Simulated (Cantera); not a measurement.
Feed: 1 mol SiH2Cl2, 1.8 mol NO, 0.23 mol H2, at 1948 K and 0.360 bar.

Equilibrium computed with Cantera from the NASA thermochemical tables; the gas is ideal and each condensed phase is pure. Candidate condensed phases: H2O, NH4Cl, Si, SiO2, Si2N2O, Si3N4; 47 gas species. The tables' values for SiCl3 are old estimates; treat these amounts as uncertain. The tables hold silica as quartz up to 1696 K and as liquid above; real silica turns to tridymite and cristobalite and melts near 1996 K. Equilibrium is a limit: real reactors are often held back by kinetics, nucleation or transport.

Base state: HCl 0.575, N2 0.282, H2 0.0969, SiO 0.0223, SiCl2 0.0142, SiCl3 0.00437, Cl 0.00261, SiCl4 0.00168 (mole fractions); condensed: SiO2(condensed).

### Question
What changes in the equilibrium state with this change: SiH2Cl2 replaced by SiCl4?

### Answer
| species | before | after |
|---|---|---|
| Cl | 0.00261 | 0.435 |
| N2 | 0.282 | 0.232 |
| Cl2 | 6.77e-6 | 0.188 |
| HCl | 0.575 | 0.119 |
| H2 | 0.0969 | 1.49e-7 |
| SiO | 0.0223 | 3.13e-6 |
| SiCl2 | 0.0142 | 7.80e-6 |
| SiCl4 | 0.00168 | 0.0256 |
| O2 | <1e-9 | 7.91e-5 |
| ClO | <1e-9 | 3.64e-5 |
| SiHCl3 | 9.90e-5 | 1.12e-8 |
| NO | 1.08e-8 | 6.97e-5 |
| SiO2(condensed), mol | 0.864 | 0.899 |

### Question
What changes in the equilibrium state with this change: pressure from 0.360 bar to 13.3 mbar?

### Answer
```csv
species,before,after
HCl,0.575,0.577
N2,0.282,0.267
H2,0.0969,0.0723
SiO,0.0223,0.0617
SiCl2,0.0142,0.000202
Cl,0.00261,0.0158
SiHCl3,9.90e-5,5.23e-8
SiCl4,0.00168,1.19e-6
SiCl3,0.00437,1.39e-5
H2O,0.000377,0.00275
"SiO2(condensed), mol",0.864,0.791
```

### Question
What changes in the equilibrium state with this change: H2 from 0.23 to 89 mol?

### Answer
```json
[
 {"species": "H2", "before": "0.0969", "after": "0.949"},
 {"species": "HCl", "before": "0.575", "after": "0.0215"},
 {"species": "SiO", "before": "0.0223", "after": "0.0102"},
 {"species": "N2", "before": "0.282", "after": "0.00968"},
 {"species": "SiCl2", "before": "0.0142", "after": "4.26e-7"},
 {"species": "SiCl3", "before": "0.00437", "after": "1.56e-9"},
 {"species": "SiCl4", "before": "0.00168", "after": "<1e-9"},
 {"species": "SiO2(condensed), mol", "before": "0.864", "after": "0.0506"}
]
```
